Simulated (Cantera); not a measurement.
Input: 1 mol SiO2, 0.44 mol CH4, 0.12 mol N2, held at 0.443 Torr.

Cantera equilibrium calculation (NASA polynomials, part measured and part estimated; ideal gas, pure solids and liquids). Candidate condensed phases: C, C6H6, C7H8, C8H18, H2O, Si, SiC, SiO2, Si2N2O, Si3N4; 151 gas species. N2 is the only nitrogen source here; it is nearly inert below about 1500 K, so the nitride shown seldom forms there in practice. Mutual solubility and eutectic melting of coexisting phases are not modelled. The tables hold silica as quartz up to 1696 K and as liquid above; real silica turns to tridymite and cristobalite and melts near 1996 K. Kinetics and transport are ignored.

### Question
Which condensed phases are stable at each of these points (T (°C)): 925, 1000, 1075, 1150, 1225, 1300, 1375, 1450, 1525, 1600, 1675?

### Answer
```csv
T (°C),condensed phases,Si condensed (%)
925,C(graphite) + SiO2(β-quartz) + Si2N2O(s),100.0
1000,SiC(s) + SiO2(β-quartz) + Si2N2O(s),99.9
1075,SiC(s) + SiO2(β-quartz) + Si2N2O(s),99.4
1150,SiC(s) + SiO2(β-quartz) + Si2N2O(s),93.5
1225,SiO2(β-quartz) + Si2N2O(s),78.1
1300,SiO2(β-quartz),56.0
1375,SiO2(β-quartz),55.9
1450,SiO2(condensed),55.7
1525,SiO2(condensed),54.5
1600,SiO2(condensed),50.7
1675,SiO2(condensed),40.8
```

At 925 °C the condensed part is C(graphite) + SiO2(β-quartz) + Si2N2O(s). From 1000 °C to 1150 °C the condensed part is SiC(s) + SiO2(β-quartz) + Si2N2O(s). At 1225 °C the condensed part is SiO2(β-quartz) + Si2N2O(s). From 1300 °C to 1375 °C the condensed part is SiO2(β-quartz). From 1450 °C to 1675 °C the condensed part is SiO2(condensed).
